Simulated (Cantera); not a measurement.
Input (Python, Cantera):

```python
import numpy as np
import cantera as ct

gas = ct.Solution("SiF4_NH3_mec.yaml", "gas")
gas.TPX = 2048, 150000, {'NH3': 1, 'N2': 4.6}
reactor = ct.IdealGasConstPressureReactor(gas, energy="off", clone=False)
net = ct.ReactorNet([reactor])
net.rtol, net.atol = 1e-08, 1e-18
show = ['NH3', 'N2H4', 'N2H2', 'H2', 'NH2']
times = np.geomspace(1e-06, 200, 14)

steps = ct.SolutionArray(gas, extra=["t"])
rows = []
print(f"{'t/s':>10s}{'T/K':>9s}{'P/Pa':>11s}" + "".join(f"{s:>11s}" for s in show))
for t in times:
    while net.time < t:
        t_next = net.step()
        steps.append(gas.state, t=t_next)
    rows.append([np.interp(t, steps.t, y) for y in (steps.T, steps.P, *steps(*show).X.T)])
    print(f"{t:10.3e}{rows[-1][0]:9.1f}{rows[-1][1]:11.4g}" + "".join(f"{x:11.3e}" for x in rows[-1][2:]))
rate = np.gradient(steps.T, steps.t)
print("integrator steps:", len(steps.t))
if steps.T.max() > steps.T[0] + 200:
    print(f"time of steepest temperature rise: {steps.t[rate.argmax()]:.4e} s")
gas.TPX = 2048, 150000, {'NH3': 1, 'N2': 4.6}
gas.equilibrate("TP")
print(f"equilibrium (TP): T = {gas.T:.1f} K  " + "  ".join(f"{s} {gas[s].X[0]:.3e}" for s in show))
```

Result:

```
       t/s      T/K       P/Pa        NH3       N2H4       N2H2         H2        NH2
 1.000e-06   2048.0    1.5e+05  1.786e-01  3.331e-11  5.545e-11  4.029e-06  8.759e-06
 4.351e-06   2048.0    1.5e+05  1.785e-01  7.607e-10  1.897e-09  1.989e-05  4.040e-05
 1.893e-05   2048.0    1.5e+05  1.784e-01  1.460e-08  4.985e-08  9.101e-05  1.757e-04
 8.234e-05   2048.0    1.5e+05  1.777e-01  1.699e-07  7.780e-07  5.817e-04  5.984e-04
 3.582e-04   2048.0    1.5e+05  1.745e-01  2.427e-07  1.288e-06  4.482e-03  7.151e-04
 1.558e-03   2048.0    1.5e+05  1.616e-01  1.627e-07  1.127e-06  2.107e-02  5.854e-04
 6.780e-03   2048.0    1.5e+05  1.173e-01  7.938e-08  7.344e-07  7.757e-02  4.089e-04
 2.950e-02   2048.0    1.5e+05  3.478e-02  1.298e-08  1.691e-07  1.827e-01  1.654e-04
 1.283e-01   2048.0    1.5e+05  1.260e-03  7.866e-11  1.969e-09  2.252e-01  1.288e-05
 5.583e-01   2048.0    1.5e+05  9.868e-05  6.018e-13  1.762e-11  2.266e-01  1.127e-06
 2.429e+00   2048.0    1.5e+05  1.910e-05  2.261e-14  1.664e-12  2.267e-01  2.184e-07
 1.057e+01   2048.0    1.5e+05  4.741e-06  1.394e-15  1.079e-12  2.267e-01  5.420e-08
 4.597e+01   2048.0    1.5e+05  2.659e-06  4.392e-16  1.053e-12  2.267e-01  3.041e-08
 2.000e+02   2048.0    1.5e+05  2.638e-06  4.321e-16  1.052e-12  2.267e-01  3.016e-08
integrator steps: 1733
equilibrium (TP): T = 2048.0 K  NH3 2.638e-06  N2H4 4.321e-16  N2H2 1.052e-12  H2 2.267e-01  NH2 3.016e-08
```

Model: the gas-phase N/H chemistry of the illustrative SiF4/NH3 mechanism in the Surface Chemkin manual (1991), integrated in Cantera. Walls and surfaces, which speed up NH3 decomposition in real reactors, are not modelled.
